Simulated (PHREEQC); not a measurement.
Consider water at 20 °C with 0.59 mol/kgw HF, 0.0064 mol/kgw NH4F and 0.0022 mol/kgw HCl. It is in equilibrium with CO2 at log p = -3.5 (atm). Otherwise closed; pH follows from the charge balance.

Equilibrium calculation in PHREEQC: ion-association model, phreeqc.dat.

This is a speciation only: nothing precipitates in the calculation.

**Question.** Order these F species by the share of F that they hold, largest first: F-, HF2-, HF.

**Answer.** HF (88 %), HF2- (9.4 %), F- (2.4 %)

The pH is 1.49 and the ionic strength 0.0445 mol/kgw.
